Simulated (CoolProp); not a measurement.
Computed with CoolProp (reference Helmholtz-energy equation of state, Lemmon 2006). It is a short technical equation, of lower accuracy than the large ones.

For carbon monoxide, give the phase and the cp (kJ/(kg K)), speed of sound (m/s) at 173.3 K and 101 kPa; 214.8 K and 101 kPa.


- 173.3 K and 101 kPa: gas; cp 1.05, speed of sound 268
- 214.8 K and 101 kPa: gas; cp 1.04, speed of sound 299
